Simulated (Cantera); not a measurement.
Input: 1 mol Si, 1.8 mol O2, 16 mol H2, 0.76 mol CO2, at 750 Torr.

These are equilibrium values from Cantera (NASA tables, ideal gas, pure condensed phases), not measurements of a reactor. Candidate condensed phases: C, C6H6, C7H8, C8H18, H2O, Si, SiC, SiO2; 123 gas species. Equilibrium is a limit: real reactors are often held back by kinetics, nucleation or transport.

At 923 K, list the 4 most abundant gas species with their mole fractions, and the condensed phases.

H2 0.793, H2O 0.160, CH4 0.0209, CO 0.0187. Condensed: SiO2(β-quartz).
